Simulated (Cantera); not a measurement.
A closed system holds: 1 mol Si, 1.2 mol HBr, 5.8 mol H2, held at 525 K and 0.133 bar.

These are equilibrium values from Cantera (NASA tables, ideal gas, pure condensed phases), not measurements of a reactor. Rates play no part.

```csv
species,before,after
H2,0.954,0.954
SiBr4,0.0425,0.0415
SiHBr3,0.00295,0.00433
SiH2Br2,9.32e-5,0.000206
HBr,2.40e-5,1.59e-5
"Si(s), mol",0.695,0.692
```
Gas species are given as mole fractions.

Q: Name the change that produced these shifts.
A. temperature from 525 K to 1275 K
B. pressure from 0.133 bar to 0.670 bar
C. HBr from 1.2 to 9.1 mol
D. HBr from 1.2 to 10 mol

A: B, pressure from 0.133 bar to 0.670 bar
